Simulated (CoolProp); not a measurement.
Vapour-liquid equilibrium of R22 (1) + R114 (2) at 42.15 °C; x and y are mole fractions of (1).

Computed with CoolProp (multi-fluid Helmholtz-energy mixture model, Kamei 1995 and Platzer 1990; pair parameters Bell 2016). This equation is an older, rougher fit; its heat capacities, sound speeds and derivatives of the liquid may be far off and weren't checked against measurements.

Give the bubble pressure and the first vapour's composition at x = 0.125, 0.275, 0.35. Is there an azeotrope?

x = 0.125: 581.0 kPa, y = 0.415; x = 0.275: 786.7 kPa, y = 0.606; x = 0.35: 876.1 kPa, y = 0.667. No azeotrope shows between x = 0.05 and 0.95.

Pair parameters are fitted to limited data, so mixtures are less certain than the pure fluids.
